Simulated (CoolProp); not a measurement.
R1233zd(E) along the isotherm 450 K: density (kg/m³) from the reference equation and from simpler models built on Tc = 438.9 K, pc = 3.583 MPa, ω = 0.304; each cubic takes its own stable root.

Model: reference Helmholtz-energy equation of state, Akasaka 2022, in CoolProp.

| p (MPa) | phase | reference |
|---|---|---|
| 0.017 | gas | 0.5938 |
| 0.0265 | gas | 0.9265 |
| 0.0412 | gas | 1.442 |
| 0.0642 | gas | 2.252 |
| 0.0999 | gas | 3.516 |
| 0.156 | gas | 5.520 |
| 0.242 | gas | 8.633 |
| 0.377 | gas | 13.63 |
| 0.587 | gas | 21.67 |
| 0.914 | gas | 34.95 |
| 1.42 | gas | 57.66 |
| 2.22 | gas | 101.3 |
| 3.45 | gas | 210.8 |
| 5.37 | supercritical | 716.0 |

**Question.** How far does each simpler model (ideal gas, van der Waals, Redlich-Kwong, Soave-Redlich-Kwong) lie from the reference over these 14 states: mean and median of the absolute difference, and the worst?

**Answer.** 
- ideal gas: mean 12.7 %, median 2.9 %, worst -73.8 % at 450 K and 5.37 MPa
- van der Waals: mean 2.9 %, median 0.4 %, worst -27.3 % at 450 K and 5.37 MPa
- Redlich-Kwong: mean 1.4 %, median 0.1 %, worst -16.0 % at 450 K and 5.37 MPa
- Soave-Redlich-Kwong: mean 1.8 %, median 0.1 %, worst -18.8 % at 450 K and 5.37 MPa
